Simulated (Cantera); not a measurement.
Transport properties of process gases

Gas mixture: O₂ = 0.18 (molar parts), at 0.910 bar, frozen composition.

Cantera's kinetic-theory transport with the Lennard-Jones parameters of GRI-Mech 3.0, ideal gas; thermal conductivity in the mixture-averaged form.

```json
[
 {"T (K)": "400", "ρ (kg/m³)": "0.876", "cp (J/kg/K)": "941.4", "μ (µPa s)": "25.6", "λ (mW/m/K)": "33.9", "Pr": "0.713", "D (cm²/s) N₂": "0.385", "D (cm²/s) OH": "0.593", "D (cm²/s) CO₂": "0.294"},
 {"T (K)": "550", "ρ (kg/m³)": "0.637", "cp (J/kg/K)": "987.2", "μ (µPa s)": "32.1", "λ (mW/m/K)": "44.7", "Pr": "0.709", "D (cm²/s) N₂": "0.664", "D (cm²/s) OH": "1.02", "D (cm²/s) CO₂": "0.517"},
 {"T (K)": "700", "ρ (kg/m³)": "0.500", "cp (J/kg/K)": "1031", "μ (µPa s)": "37.8", "λ (mW/m/K)": "55.0", "Pr": "0.709", "D (cm²/s) N₂": "0.998", "D (cm²/s) OH": "1.53", "D (cm²/s) CO₂": "0.786"},
 {"T (K)": "850", "ρ (kg/m³)": "0.412", "cp (J/kg/K)": "1065", "μ (µPa s)": "43.0", "λ (mW/m/K)": "64.6", "Pr": "0.710", "D (cm²/s) N₂": "1.38", "D (cm²/s) OH": "2.12", "D (cm²/s) CO₂": "1.10"},
 {"T (K)": "1000", "ρ (kg/m³)": "0.350", "cp (J/kg/K)": "1090", "μ (µPa s)": "47.9", "λ (mW/m/K)": "73.6", "Pr": "0.710", "D (cm²/s) N₂": "1.81", "D (cm²/s) OH": "2.78", "D (cm²/s) CO₂": "1.44"},
 {"T (K)": "1150", "ρ (kg/m³)": "0.305", "cp (J/kg/K)": "1109", "μ (µPa s)": "52.5", "λ (mW/m/K)": "82.2", "Pr": "0.708", "D (cm²/s) N₂": "2.29", "D (cm²/s) OH": "3.51", "D (cm²/s) CO₂": "1.83"},
 {"T (K)": "1300", "ρ (kg/m³)": "0.269", "cp (J/kg/K)": "1125", "μ (µPa s)": "56.9", "λ (mW/m/K)": "90.4", "Pr": "0.708", "D (cm²/s) N₂": "2.81", "D (cm²/s) OH": "4.30", "D (cm²/s) CO₂": "2.24"},
 {"T (K)": "1450", "ρ (kg/m³)": "0.242", "cp (J/kg/K)": "1139", "μ (µPa s)": "61.0", "λ (mW/m/K)": "98.3", "Pr": "0.707", "D (cm²/s) N₂": "3.37", "D (cm²/s) OH": "5.16", "D (cm²/s) CO₂": "2.69"},
 {"T (K)": "1600", "ρ (kg/m³)": "0.219", "cp (J/kg/K)": "1151", "μ (µPa s)": "65.1", "λ (mW/m/K)": "106", "Pr": "0.707", "D (cm²/s) N₂": "3.96", "D (cm²/s) OH": "6.07", "D (cm²/s) CO₂": "3.17"}
]
```
D: mixture-averaged diffusion coefficient of that species in the mixture.
